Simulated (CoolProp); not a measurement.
Vapour-liquid equilibrium of propane (1) + R134a (2) at 329.7 K; x and y are mole fractions of (1).

The numbers come from the multi-fluid Helmholtz-energy mixture model, Lemmon 2009 and Tillner-Roth 1994; pair parameters Bell 2016 in CoolProp.

```
x     bubble pressure, mixture model (MPa)  bubble pressure, Raoult's law (MPa)  y, mixture model  y, Raoult's law
----  ------------------------------------  -----------------------------------  ----------------  ---------------
0.05                                 1.741                                1.570             0.119            0.063
0.15                                 2.032                                1.612             0.273            0.183
0.25                                 2.227                                1.654             0.372            0.298
0.35                                 2.354                                1.696             0.445            0.407
0.45                                 2.434                                1.738             0.507            0.510
0.55                                 2.472                                1.781             0.567            0.609
0.65                                 2.469                                1.823             0.630            0.703
0.75                                 2.419                                1.865             0.700            0.792
0.85                                 2.310                                1.907             0.788            0.878
0.95                                 2.113                                1.949             0.912            0.960
```

The largest gap from Raoult's law is +40.0 % in bubble pressure, at x = 0.45. y crosses x between x = 0.55 and 0.65: the model has an azeotrope there.

The pair parameters rest on a limited set of measurements; away from them the model extrapolates.
